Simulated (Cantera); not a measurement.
An isothermal, constant-pressure homogeneous reactor starts with 57.5 % CH4, 40.8 % H2O, 1.72 % N2, at 2025 K and 20.0 bar.

Cantera simulation using GRI-Mech 3.0 (53 species, 325 reactions); the numbers are that mechanism's predictions, not measurements. GRI-Mech 3.0 stops at C3 and has no aromatics, soot or wall deposition, so with more carbon than oxygen in the feed, carbon stays in small species such as C2H2 where larger ones or solid carbon would form. The pressure lies above the range GRI-Mech 3.0 was tuned for (to about 10 atm).

x: mole fraction; the columns are a selection and need not sum to one.

```json
[
 {"t (s)": "5.00e-6", "x CH4": "0.430", "x H2O": "0.381", "x CH2O": "0.000125", "x H2": "0.115", "x O2": "2.55e-9", "x CH2CO": "[?]"},
 {"t (s)": "1.75e-5", "x CH4": "0.272", "x H2O": "0.332", "x CH2O": "5.12e-5", "x H2": "0.278", "x O2": "2.46e-9", "x CH2CO": "[?]"},
 {"t (s)": "6.10e-5", "x CH4": "0.142", "x H2O": "0.288", "x CH2O": "1.95e-5", "x H2": "0.415", "x O2": "1.16e-9", "x CH2CO": "0.000108"},
 {"t (s)": "0.000213", "x CH4": "0.0679", "x H2O": "0.248", "x CH2O": "7.64e-6", "x H2": "0.502", "x O2": "6.83e-10", "x CH2CO": "0.000102"},
 {"t (s)": "0.000743", "x CH4": "0.0472", "x H2O": "0.193", "x CH2O": "3.90e-6", "x H2": "0.560", "x O2": "3.69e-10", "x CH2CO": "[?]"},
 {"t (s)": "0.00259", "x CH4": "0.0413", "x H2O": "0.114", "x CH2O": "2.12e-6", "x H2": "0.625", "x O2": "1.16e-10", "x CH2CO": "[?]"},
 {"t (s)": "0.00906", "x CH4": "0.0335", "x H2O": "0.0418", "x CH2O": "1.37e-6", "x H2": "0.686", "x O2": "1.56e-11", "x CH2CO": "[?]"},
 {"t (s)": "0.0316", "x CH4": "0.0278", "x H2O": "0.00597", "x CH2O": "1.24e-6", "x H2": "0.717", "x O2": "<1e-12", "x CH2CO": "[?]"},
 {"t (s)": "0.110", "x CH4": "0.0267", "x H2O": "7.66e-5", "x CH2O": "1.24e-6", "x H2": "0.722", "x O2": "<1e-12", "x CH2CO": "3.32e-6"},
 {"t (s)": "0.385", "x CH4": "0.0267", "x H2O": "4.84e-5", "x CH2O": "1.24e-6", "x H2": "0.722", "x O2": "<1e-12", "x CH2CO": "3.31e-6"},
 {"t (s)": "1.35", "x CH4": "0.0267", "x H2O": "4.84e-5", "x CH2O": "1.24e-6", "x H2": "0.722", "x O2": "<1e-12", "x CH2CO": "3.31e-6"},
 {"t (s)": "4.70", "x CH4": "0.0267", "x H2O": "4.85e-5", "x CH2O": "1.24e-6", "x H2": "0.722", "x O2": "<1e-12", "x CH2CO": "3.31e-6"},
 {"t (s)": "16.4", "x CH4": "0.0267", "x H2O": "4.85e-5", "x CH2O": "1.24e-6", "x H2": "0.722", "x O2": "<1e-12", "x CH2CO": "3.31e-6"},
 {"t (s)": "57.3", "x CH4": "0.0266", "x H2O": "4.87e-5", "x CH2O": "1.24e-6", "x H2": "0.722", "x O2": "<1e-12", "x CH2CO": "3.30e-6"},
 {"t (s)": "200", "x CH4": "0.0264", "x H2O": "4.92e-5", "x CH2O": "1.24e-6", "x H2": "0.722", "x O2": "<1e-12", "x CH2CO": "3.26e-6"}
]
```

### Question
What belongs in the gaps?

### Answer

- 5.00e-6, x CH2CO: 1.20e-5
- 1.75e-5, x CH2CO: 7.92e-5
- 0.000743, x CH2CO: 7.00e-5
- 0.00259, x CH2CO: 3.09e-5
- 0.00906, x CH2CO: 9.68e-6
- 0.0316, x CH2CO: 3.96e-6
